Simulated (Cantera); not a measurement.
Input: 1 mol Si, 0.026 mol O2, 57 mol N2, equilibrated at 1627 °C.

Cantera equilibrium calculation (NASA polynomials, part measured and part estimated; ideal gas, pure solids and liquids). Candidate condensed phases: Si, SiO2, Si2N2O, Si3N4; 16 gas species. Rates play no part.

Question: At 135 Torr, list the 3 most abundant gas species with their mole fractions, and the condensed phases.

Answer: N2 0.999, SiO 0.000922, Si 2.62e-5. Condensed: Si3N4(s).
